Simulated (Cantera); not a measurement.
A Cantera script and its output.

```python
import numpy as np
import cantera as ct

gas = ct.Solution("h2o2.yaml")
gas.TPX = 1325, 1333, {'H2': 0.015, 'O2': 1, 'N2': 0.33}
inlet = ct.Reservoir(gas, clone=True)

reactor = ct.IdealGasConstPressureReactor(gas, energy="off", clone=False)
exhaust = ct.Reservoir(gas, clone=True)
tau = [4.3, 2.2, 1.2, 0.6, 0.31, 0.16, 0.084, 0.043, 0.023, 0.012, 0.0061][0]
for a, b in ((inlet, reactor), (reactor, exhaust)):
    ct.MassFlowController(a, b, mdot=lambda t: reactor.mass / tau)
net = ct.ReactorNet([reactor])
show = ['H2', 'O2', 'OH', 'H', 'H2O2']

rows = []
print(f"{'tau/s':>10s}{'T/K':>9s}" + "".join(f"{s:>11s}" for s in show))
for tau in [4.3, 2.2, 1.2, 0.6, 0.31, 0.16, 0.084, 0.043, 0.023, 0.012, 0.0061]:
    net.initial_time = 0.0
    net.advance(30 * tau)
    before = gas.X
    net.advance(40 * tau)
    drift = np.max(np.abs(gas.X - before) / (gas.X + 1e-9))
    rows.append([gas.T, *gas[show].X, drift])
    print(f"{tau:10.3e}{gas.T:9.1f}" + "".join(f"{x:11.3e}" for x in gas[show].X))
```

Output:

```
     tau/s      T/K         H2         O2         OH          H       H2O2
 4.300e+00   1325.0  1.761e-05  7.407e-01  4.786e-04  2.903e-05  7.931e-09
 2.200e+00   1325.0  2.587e-05  7.401e-01  5.826e-04  5.241e-05  9.409e-09
 1.200e+00   1325.0  3.633e-05  7.393e-01  6.883e-04  8.639e-05  1.074e-08
 6.000e-01   1325.0  5.305e-05  7.383e-01  8.184e-04  1.446e-04  1.218e-08
 3.100e-01   1325.0  7.568e-05  7.371e-01  9.445e-04  2.199e-04  1.344e-08
 1.600e-01   1325.0  1.088e-04  7.360e-01  1.066e-03  3.079e-04  1.464e-08
 8.400e-02   1325.0  1.592e-04  7.351e-01  1.179e-03  3.952e-04  1.589e-08
 4.300e-02   1325.0  2.477e-04  7.344e-01  1.301e-03  4.796e-04  1.759e-08
 2.300e-02   1325.0  3.925e-04  7.341e-01  1.434e-03  5.529e-04  1.991e-08
 1.200e-02   1325.0  6.579e-04  7.341e-01  1.608e-03  6.260e-04  2.343e-08
 6.100e-03   1325.0  1.151e-03  7.345e-01  1.826e-03  6.932e-04  2.838e-08
```

Cantera simulation using the H2/O2 subset of GRI-Mech 3.0, which has no nitrogen chemistry; the numbers are that mechanism's predictions, not measurements. Radical loss at walls, strong at low pressure, is not modelled.
